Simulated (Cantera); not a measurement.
Adiabatic ignition

An adiabatic, constant-pressure homogeneous reactor starts with H2 : O2 : N2 = 1 : 0.455 : 1.71 (molar parts), equivalence ratio 1.1, at 1173 K and 3.30 bar.

Computed with Cantera and the H2/O2 subset of GRI-Mech 3.0, which has no nitrogen chemistry. The hydrogen kinetics of GRI-Mech 3.0 are dated; newer H2 mechanisms differ, most at raised pressure.

| t (s) | T (K) | x H2 | x O2 | x H2O | x OH | x H |
|---|---|---|---|---|---|---|
| 5.00e-6 | 1173 | 0.316 | 0.144 | 2.70e-7 | 8.18e-9 | 1.34e-7 |
| 1.04e-5 | 1173 | 0.316 | 0.144 | 7.42e-6 | 1.88e-7 | 3.03e-6 |
| 2.17e-5 | 1258 | 0.295 | 0.134 | 0.0184 | 0.000718 | 0.00673 |
| 4.51e-5 | 2775 | 0.0575 | 0.00901 | 0.278 | 0.0234 | 0.0176 |
| 9.40e-5 | 2861 | 0.0533 | 0.00692 | 0.289 | 0.0209 | 0.0130 |
| 0.000196 | 2862 | 0.0532 | 0.00688 | 0.289 | 0.0209 | 0.0130 |
| 0.000408 | 2862 | 0.0532 | 0.00688 | 0.289 | 0.0209 | 0.0130 |
| 0.000849 | 2862 | 0.0532 | 0.00688 | 0.289 | 0.0209 | 0.0130 |
| 0.00177 | 2862 | 0.0532 | 0.00688 | 0.289 | 0.0209 | 0.0130 |
| 0.00368 | 2862 | 0.0532 | 0.00688 | 0.289 | 0.0209 | 0.0130 |
| 0.00766 | 2862 | 0.0532 | 0.00688 | 0.289 | 0.0209 | 0.0130 |
| 0.0160 | 2862 | 0.0532 | 0.00688 | 0.289 | 0.0209 | 0.0130 |
| 0.0332 | 2862 | 0.0532 | 0.00688 | 0.289 | 0.0209 | 0.0130 |
| 0.0692 | 2862 | 0.0532 | 0.00688 | 0.289 | 0.0209 | 0.0130 |
| 0.144 | 2862 | 0.0532 | 0.00688 | 0.289 | 0.0209 | 0.0130 |
| 0.300 | 2862 | 0.0532 | 0.00688 | 0.289 | 0.0209 | 0.0130 |
x: mole fraction; the columns are a selection and need not sum to one.

```
Item                                                                 Value
---------------------------------  ---------------------------------------
time of steepest temperature rise                                  23.4 µs
temperature at 0.300 s                                              2862 K
equilibrium temperature                                             2862 K
x(H2) at 0.300 s                     0.0532 (gas-phase equilibrium 0.0532)
x(O2) at 0.300 s                   0.00688 (gas-phase equilibrium 0.00688)
x(H2O) at 0.300 s                      0.289 (gas-phase equilibrium 0.289)
```
